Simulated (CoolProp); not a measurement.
Vapour-liquid equilibrium of CH2F2 (R32) (1) + R143a (2) at 36.35 °C; x and y are mole fractions of (1).

Computed with CoolProp (multi-fluid Helmholtz-energy mixture model, Tillner-Roth 1997 and Lemmon and Jacobsen 2000; pair parameters Bell 2016).

Give the bubble pressure and the first vapour's composition at x = 0.25, 0.35, 0.65. Is there an azeotrope?

x = 0.25: 1917 kPa, y = 0.304; x = 0.35: 1997 kPa, y = 0.406; x = 0.65: 2178 kPa, y = 0.682. No azeotrope shows between x = 0.05 and 0.95.

Pair parameters are fitted to limited data, so mixtures are less certain than the pure fluids.
